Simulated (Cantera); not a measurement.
A closed system holds: 1 mol V, 1.6 mol NH3, at 1275 K and 43.0 Pa.

Method: chemical equilibrium by Gibbs-energy minimisation in Cantera with the NASA 1993 tables (ideal gas, pure condensed phases). Candidate condensed phases: V, VN; 11 gas species. VN: taken at fixed stoichiometry. Condensed phases not in the tables: V2N. Kinetics and transport are ignored.

Base state: H2 0.889, N2 0.111, H 3.35e-5 (mole fractions); condensed: VN(s).

### Question
What changes in the equilibrium state with this change: temperature from 1275 K to 2075 K?

### Answer
```tsv
species	before	after
H2	0.889	0.648
N2	0.111	0.233
H	3.35e-5	0.103
V	<1e-9	0.0160
VN(s), mol	1.00	0
V(s), mol	0	0.945
```
Condensed phases not in the tables: V2N, N, O or C dissolved in the metal.
